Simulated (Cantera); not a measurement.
What does this Cantera script print?

```python
import numpy as np
import cantera as ct

gas_names = [...]  # 114 gases of nasa_gas.yaml made of C, Fe, H, O
cond_names = """
    C(gr) C6H6(L) C7H8(L) C8H18(L),n-octa Fe(a) Fe(c) Fe(d) Fe(L) FeC5O5(L) FeO(s) FeO(L) Fe(OH)2(s)
    Fe(OH)3(s) Fe2O3(s) Fe3O4(s) H2O(s) H2O(L)
""".split()


# ... load() reads the species with a 1 bar reference pressure and builds the phases ...
atoms = {
    'Fe(CO)5': {'Fe': 1, 'C': 5, 'O': 5},
    'H2': {'H': 2},
}
top_T = {'C(gr)': 4500, 'Fe2O3(s)': 1830, 'Fe3O4(s)': 1870}  # K; cautious upper limits of use, not melting points


# ... equilibrate(T, P, feed) seeds the gas with the atoms and calls Mixture.equilibrate('TP', solver="vcs", rtol=1e-11, max_steps=5000) ...
results = []
feed = {'Fe(CO)5': 1, 'H2': 0.16}  # mol
T = 1348  # K
P = 51  # Pa
mix = equilibrate(T, P, feed)
results.append((T, P, feed, dict(zip(mix.species_names, mix.species_moles))))
x = sorted(zip(gas.X, gas.species_names), reverse=True)
print(f"T = {T:g} K  P = {P:g} Pa  gas = {mix.phase_moles(0):.4g} mol")
print("   x: " + "  ".join(f"{s} {v:.3e}" for v, s in x if v > 0.0001))
print("   condensed (mol): " + ("  ".join(f"{mix.phase(i).name} {mix.phase_moles(i):.4g}"
      for i in range(1, mix.n_phases) if mix.phase_moles(i) > 1e-12) or "none"))
```

Result:

```
T = 1348 K  P = 51 Pa  gas = 5.16 mol
   x: CO 9.690e-01  H2 3.100e-02
   condensed (mol): C(gr) 7.427e-06  Fe(c) 1
```

Equilibrium computed with Cantera from the NASA thermochemical tables; the gas is ideal and each condensed phase is pure.
